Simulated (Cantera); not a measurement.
An isothermal, constant-pressure homogeneous reactor starts with NO : N2 = 1 : 2.9 (molar parts), at 1800 K and 20.0 Torr. Integrator tolerance rtol = 1e-08.

Model: GRI-Mech 3.0 (53 species, 325 reactions), integrated in Cantera. Radical loss at walls, strong at low pressure, is not modelled.

What does this change do: temperature 1800 to 1900 K?


| quantity | before | after |
|---|---|---|
| x(NO) at 70.0 s | 0.172 (gas-phase equilibrium 0.00340) | 0.0498 (gas-phase equilibrium 0.00467) |
| x(O2) at 70.0 s | 0.0421 (gas-phase equilibrium 0.126) | 0.103 (gas-phase equilibrium 0.126) |
| x(N2O) at 70.0 s | 9.99e-6 (gas-phase equilibrium 3.35e-8) | 7.95e-7 (gas-phase equilibrium 4.55e-8) |
| x(NO2) at 70.0 s | 3.11e-5 (gas-phase equilibrium 1.08e-6) | 1.17e-5 (gas-phase equilibrium 1.21e-6) |
| x(N2) at 70.0 s | 0.786 (gas-phase equilibrium 0.870) | 0.847 (gas-phase equilibrium 0.869) |
| x(O) at 70.0 s | 0.000162 (gas-phase equilibrium 0.000267) | 0.000595 (gas-phase equilibrium 0.000651) |

What does this change do: pressure from 20.0 Torr to 10.00 Torr?


| quantity | before | after |
|---|---|---|
| x(NO) at 70.0 s | 0.172 (gas-phase equilibrium 0.00340) | 0.204 (gas-phase equilibrium 0.00340) |
| x(O2) at 70.0 s | 0.0421 (gas-phase equilibrium 0.126) | 0.0261 (gas-phase equilibrium 0.126) |
| x(N2O) at 70.0 s | 9.99e-6 (gas-phase equilibrium 3.35e-8) | 1.36e-5 (gas-phase equilibrium 2.37e-8) |
| x(NO2) at 70.0 s | 3.11e-5 (gas-phase equilibrium 1.08e-6) | 2.02e-5 (gas-phase equilibrium 7.62e-7) |
| x(N2) at 70.0 s | 0.786 (gas-phase equilibrium 0.870) | 0.770 (gas-phase equilibrium 0.870) |
| x(O) at 70.0 s | 0.000162 (gas-phase equilibrium 0.000267) | 0.000190 (gas-phase equilibrium 0.000377) |
